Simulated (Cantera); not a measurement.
What does this Cantera script print?

```python
import numpy as np
import cantera as ct

gas = ct.Solution("gri30.yaml")
gas.TPX = 1800, 120000, {'CH4': 1, 'O2': 2.53, 'N2': 9.52, 'CO2': 0.45, 'H2': 0.29}
reactor = ct.IdealGasConstPressureReactor(gas, energy="on", clone=False)
net = ct.ReactorNet([reactor])
net.rtol, net.atol = 1e-08, 1e-16
show = ['CH4', 'O2', 'CO2', 'C2H2', 'HO2', 'H2']
times = np.geomspace(2e-06, 8, 11)

steps = ct.SolutionArray(gas, extra=["t"])
rows = []
print(f"{'t/s':>10s}{'T/K':>9s}{'P/Pa':>11s}" + "".join(f"{s:>11s}" for s in show))
for t in times:
    while net.time < t:
        t_next = net.step()
        steps.append(gas.state, t=t_next)
    rows.append([np.interp(t, steps.t, y) for y in (steps.T, steps.P, *steps(*show).X.T)])
    print(f"{t:10.3e}{rows[-1][0]:9.1f}{rows[-1][1]:11.4g}" + "".join(f"{x:11.3e}" for x in rows[-1][2:]))
rate = np.gradient(steps.T, steps.t)
print("integrator steps:", len(steps.t))
if steps.T.max() > steps.T[0] + 200:
    print(f"time of steepest temperature rise: {steps.t[rate.argmax()]:.4e} s")
gas.TPX = 1800, 120000, {'CH4': 1, 'O2': 2.53, 'N2': 9.52, 'CO2': 0.45, 'H2': 0.29}
gas.equilibrate("HP")
print(f"equilibrium (HP): T = {gas.T:.1f} K  " + "  ".join(f"{s} {gas[s].X[0]:.3e}" for s in show))
```

It prints:

```
       t/s      T/K       P/Pa        CH4         O2        CO2       C2H2        HO2         H2
 2.000e-06   1799.9    1.2e+05  7.249e-02  1.835e-01  3.263e-02  3.110e-13  3.569e-06  2.103e-02
 9.146e-06   1799.6    1.2e+05  7.232e-02  1.834e-01  3.263e-02  5.734e-10  1.438e-05  2.103e-02
 4.183e-05   1822.3    1.2e+05  6.388e-02  1.777e-01  3.263e-02  1.218e-05  1.547e-04  2.171e-02
 1.913e-04   2725.3    1.2e+05  5.127e-16  4.437e-02  6.020e-02  7.450e-19  8.875e-06  1.305e-02
 8.747e-04   2772.7    1.2e+05  6.892e-16  4.093e-02  6.310e-02  1.019e-18  9.617e-06  1.193e-02
 4.000e-03   2765.0    1.2e+05  7.259e-16  3.797e-02  6.308e-02  1.038e-18  8.962e-06  1.203e-02
 1.829e-02   2764.5    1.2e+05  7.283e-16  3.778e-02  6.308e-02  1.039e-18  8.921e-06  1.203e-02
 8.365e-02   2764.5    1.2e+05  7.283e-16  3.778e-02  6.308e-02  1.039e-18  8.921e-06  1.203e-02
 3.825e-01   2764.5    1.2e+05  7.283e-16  3.778e-02  6.308e-02  1.039e-18  8.921e-06  1.203e-02
 1.749e+00   2764.5    1.2e+05  7.283e-16  3.778e-02  6.308e-02  1.039e-18  8.921e-06  1.203e-02
 8.000e+00   2764.5    1.2e+05  7.283e-16  3.778e-02  6.308e-02  1.039e-18  8.921e-06  1.203e-02
integrator steps: 1622
time of steepest temperature rise: 6.0634e-05 s
equilibrium (HP): T = 2764.5 K  CH4 9.902e-16  O2 3.778e-02  CO2 6.308e-02  C2H2 1.107e-18  HO2 8.921e-06  H2 1.203e-02
```

Model: GRI-Mech 3.0 (53 species, 325 reactions), integrated in Cantera.
